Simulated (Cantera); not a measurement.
A freely propagating, adiabatic, planar premixed flame of CH4 : H2 : O2 : N2 = 1 : 1.3 : 2.04 : 6.73 (molar parts), equivalence ratio 1.3, unburnt at 698 K and 0.642 atm; mixture-averaged transport, grid criteria slope 0.08 and curve 0.16, no radiation.

Computed with Cantera and GRI-Mech 3.0 (53 species, 325 reactions). Burning velocities carry a grid error of a few per cent, more on coarse grids.

### Question
How do the results move with these cheaper or finer settings: unity-Lewis-number transport; multicomponent transport; multicomponent+Soret transport; grid criteria slope 0.5, curve 1; grid criteria slope 0.25, curve 0.5; grid criteria slope 0.03, curve 0.06?

### Answer
| setting | laminar burning velocity | thermal thickness | peak x(HCO) | peak x(CH2O) | grid points |
|---|---|---|---|---|---|
| as above | 371 cm/s | 0.332 mm | 0.000156 | 0.00115 | 161 |
| unity-Lewis-number transport | 239 cm/s | 0.400 mm | 0.000105 | 0.000835 | 144 |
| multicomponent transport | 367 cm/s | 0.334 mm | 0.000155 | 0.00114 | 161 |
| multicomponent+Soret transport | 363 cm/s | 0.329 mm | 0.000155 | 0.00115 | 161 |
| grid criteria slope 0.5, curve 1 | 394 cm/s | 0.385 mm | 0.000149 | 0.00110 | 47 |
| grid criteria slope 0.25, curve 0.5 | 388 cm/s | 0.354 mm | 0.000156 | 0.00114 | 70 |
| grid criteria slope 0.03, curve 0.06 | 367 cm/s | 0.327 mm | 0.000156 | 0.00115 | 371 |
The base run took about 14 core-seconds (a rough figure).
Unity Lewis numbers drop preferential diffusion, which matters most where H2 and H carry the flame; Soret adds thermal diffusion.
